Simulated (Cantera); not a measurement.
## BN + N₂ (sublimation and decomposition of ceramics)

Charge: 1 mol BN, 0.012 mol N₂.

These are equilibrium values from Cantera (NASA tables, ideal gas, pure condensed phases), not measurements of a reactor. Candidate condensed phases: B, BN; 5 gas species. Kinetics and transport are ignored.

Q: Map the stable condensed phases over T = 1523, 1623, 1723, 1823, 1923, 2023, 2123, 2223, 2323, 2423, 2523, 2623, 2723, 2823 K and P in Pa = 1, 10, 100, 1000, 10000, 100000, 1000000.

A: 
```
T in K \ P in Pa
               1      10     100    1000   10000  100000 1000000
   2823        A       A       A       B       B       B       C
   2723        A       A       B       B       B       C       C
   2623        A       A       B       B       B       C       C
   2523        A       A       B       B       C       C       C
   2423        A       B       B       B       C       C       C
   2323        A       B       B       C       C       C       C
   2223        B       B       B       C       C       C       C
   2123        B       B       C       C       C       C       C
   2023        B       B       C       C       C       C       C
   1923        B       C       C       C       C       C       C
   1823        C       C       C       C       C       C       C
   1723        C       C       C       C       C       C       C
   1623        C       C       C       C       C       C       C
   1523        C       C       C       C       C       C       C
```
A: gas only; B: B; C: BN.
